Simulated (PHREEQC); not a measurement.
0.23 g of hydrous ferric oxide (600 m²/g; 0.2 weak and 0.005 strong sites per Fe, Dzombak-Morel constants, diffuse double layer) in 1 kg of water with 0.01 mol/kgw of an inert sodium salt, at 25 °C; the pH is set by adding NaOH or the inert anion's acid. Oxygen is held at 0.21 atm. CO2 from the air is kept out. Precipitation was switched off in this run.

Model: ion-association model, wateq4f.dat, run in PHREEQC.

| pH | surface charge σ (C/m²) | surface potential ψ (mV) |
|---|---|---|
| 3 | 0.325 | 203 |
| 3.75 | 0.246 | 191 |
| 4.12 | 0.202 | ___ |
| 4.88 | 0.124 | 157 |
| 5.25 | ___ | ___ |
| 6 | 0.050 | 110 |
| 6.75 | 0.023 | 74 |
| 7.12 | ___ | 54 |
| 7.88 | ___ | ___ |
| 8.25 | -0.002 | -8 |
| 9 | -0.013 | -49 |

### Question
Fill in the missing entries.

### Answer

- 4.12, surface potential ψ (mV): 181
- 5.25, surface charge σ (C/m²): 0.094
- 5.25, surface potential ψ (mV): 142
- 7.12, surface charge σ (C/m²): 0.015
- 7.88, surface charge σ (C/m²): 0.003
- 7.88, surface potential ψ (mV): 13

Species that the database lacks are ignored. The oxide is taken as insoluble; below pH 4 it would dissolve.
